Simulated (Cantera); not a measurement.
An adiabatic, constant-pressure homogeneous reactor starts with CO : H2 : O2 : N2 : CO2 = 1 : 0.18 : 1.11 : 4.19 : 0.19 (molar parts), equivalence ratio 0.53, at 1650 K and 1.00 atm.

Computed with Cantera and GRI-Mech 3.0 (53 species, 325 reactions).

One state of this run: T (K) = 2177; x CO = 0.0676; x H2 = 0.00189; x O2 = 0.102; x NO2 = 4.23e-8; x H = 0.00745. x: mole fraction; the columns are a selection and need not sum to one.

Task: Which value of t (s) does it belong to?
A) 0.0729
B) 0.000170
C) 8.23e-6
D) 0.00967

Result: B, 0.000170
